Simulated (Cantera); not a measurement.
Charge: 1 mol C₂H₅OH, 1.3 mol NH₃, 2.3 mol N₂, 0.9 mol H₂O, equilibrated at 101000 Pa.

Equilibrium computed with Cantera from the NASA thermochemical tables; the gas is ideal and each condensed phase is pure. Candidate condensed phases: C, C₆H₆, C₇H₈, C₈H₁₈, H₂O; 136 gas species. The numbers say what is thermodynamically allowed, not how fast it happens.

x: gas mole fraction; n: condensed amount in mol.

```
T (K)    x H₂   x N₂     x CH₄    x H₂O      x CO       x H     x CO₂  n C(graphite)
-----  ------  -----  --------  -------  --------  --------  --------  -------------
648    0.0977  0.411     0.252    0.212  0.000744    <1e-12    0.0258              0
848     0.380  0.342    0.0935    0.111    0.0390  1.16e-11    0.0352          0.552
1048    0.519  0.286       [?]      [?]       [?]       [?]       [?]            [?]
1248    0.541  0.277   0.00331  0.00149     0.176   3.41e-7  0.000311         0.0834
1448    0.545  0.276       [?]      [?]     0.177       [?]       [?]         0.0892
1648    0.545  0.275  0.000404  6.39e-5     0.178   6.53e-5   6.49e-6         0.0843
1848    0.544  0.274  0.000198  2.22e-5     0.178  0.000389   1.80e-6         0.0619
2048    0.541  0.272  0.000111  9.46e-6     0.177   0.00164   6.52e-7        0.00928
2248    0.538  0.271   3.91e-5  8.42e-6     0.177   0.00535   5.10e-7              0
2448    0.531  0.270   1.49e-5  8.24e-6     0.176    0.0144   4.52e-7              0
2648    0.516  0.267   6.39e-6  7.98e-6     0.175    0.0332   4.09e-7              0
2848    0.490  0.262   2.94e-6  7.51e-6     0.172    0.0672   3.72e-7              0
3048    0.448  0.255   1.38e-6  6.75e-6     0.167     0.121   3.35e-7              0
```

Fill in the missing entries.


- 1048, x CH₄: 0.0160
- 1048, x H₂O: 0.0155
- 1048, x CO: 0.158
- 1048, x H: 5.53e-9
- 1048, x CO₂: 0.00558
- 1048, n C(graphite): 0.153
- 1448, x CH₄: 0.00100
- 1448, x H₂O: 0.000248
- 1448, x H: 6.76e-6
- 1448, x CO₂: 3.41e-5
